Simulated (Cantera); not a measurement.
Input: 1 mol SiCl4, 43 mol NH3, at 1573.15 K.

Cantera equilibrium calculation (NASA polynomials, part measured and part estimated; ideal gas, pure solids and liquids). Candidate condensed phases: NH4Cl, Si, Si3N4; 28 gas species. The tables' values for SiCl3, SiCl are old estimates; treat these amounts as uncertain. Kinetics and transport are ignored.

Task: At 2.10 mbar, list the 6 most abundant gas species with their mole fractions, and the condensed phases.

Result: H2 0.717, N2 0.240, HCl 0.0384, SiCl2 0.00359, H 0.000752, Cl 3.20e-5. Condensed: Si3N4(s).
